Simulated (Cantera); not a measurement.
Cantera run:

```python
import numpy as np
import cantera as ct

gas_names = [...]  # 58 gases of nasa_gas.yaml made of F, H, N, O, Si
cond_names = """
    H2O(s) H2O(L) Si(cr) Si(L) SiO2(Lqz) SiO2(hqz) SiO2(L) Si2N2O(s) Si3N4(a)
""".split()


# ... load() reads the species with a 1 bar reference pressure and builds the phases ...
atoms = {
    'SiF4': {'Si': 1, 'F': 4},
    'O3': {'O': 3},
    'H2': {'H': 2},
    'N2O': {'N': 2, 'O': 1},
}
top_T = {'Si2N2O(s)': 2100, 'Si3N4(a)': 2400}  # K; cautious upper limits of use, not melting points


# ... equilibrate(T, P, feed) seeds the gas with the atoms and calls Mixture.equilibrate('TP', solver="vcs", rtol=1e-11, max_steps=5000) ...
results = []
T = 1450  # K
P = 380  # Pa
for m in [0.2, 0.29, 0.43, 0.62, 0.91, 1.3, 1.9, 2.8, 4.1, 6, 8.7, 13]:
    feed = {'SiF4': 1, 'O3': 0.087, 'H2': m, 'N2O': 1.8}  # mol
    mix = equilibrate(T, P, feed)
    results.append((T, P, feed, dict(zip(mix.species_names, mix.species_moles))))

top = {s: max(r[3][s] / sum(r[3][g] for g in gas_names) for r in results) for s in gas_names}
cols = sorted((s for s in top if top[s] > 0.001), key=lambda s: -top[s])[:5]
seen = [c for c in cond_names if any(r[3].get(c, 0) > 1e-12 for r in results)]
print("log10 of partial pressures in bar; condensed amounts in mol")
print(f"{'n(H2)':>10s}" + "".join(f"{s[:9]:>10s}" for s in cols + seen))
for T, P, feed, n in results:
    ng = sum(n[g] for g in gas_names)
    print(f"{feed['H2']:10.4g}" + "".join(f"{np.log10(max(n[s] / ng * P / 1e5, 1e-99)):10.3f}" for s in cols)
          + "".join(f"{n.get(c, 0):10.4g}" for c in seen))
```

It prints:

```
log10 of partial pressures in bar; condensed amounts in mol
     n(H2)        H2        HF        N2        O2      SiF4 SiO2(hqz)
       0.2   -10.364    -3.427    -2.771    -3.058    -3.071   0.09927
      0.29   -10.032    -3.276    -2.780    -3.089    -3.102    0.1435
      0.43    -9.673    -3.122    -2.794    -3.139    -3.153    0.2116
      0.62    -9.327    -2.985    -2.813    -3.211    -3.225    0.3028
      0.91    -8.936    -2.850    -2.840    -3.335    -3.345    0.4386
       1.3    -8.507    -2.738    -2.872    -3.548    -3.539    0.6129
       1.9    -7.736    -2.642    -2.915    -4.267    -3.978    0.8444
       2.8    -3.364    -2.679    -2.978   -12.922    -4.215    0.8956
       4.1    -3.003    -2.755    -3.057   -13.844    -4.321    0.9017
         6    -2.812    -2.847    -3.152   -14.465    -4.449    0.9087
       8.7    -2.692    -2.950    -3.259   -14.973    -4.594    0.9162
        13    -2.605    -3.076    -3.388   -15.472    -4.771    0.9245
```

Method: chemical equilibrium by Gibbs-energy minimisation in Cantera with the NASA 1993 tables (ideal gas, pure condensed phases). The tables' values for SiF3 are old estimates; treat these amounts as uncertain. The tables hold silica as quartz up to 1696 K and as liquid above; real silica turns to tridymite and cristobalite and melts near 1996 K.
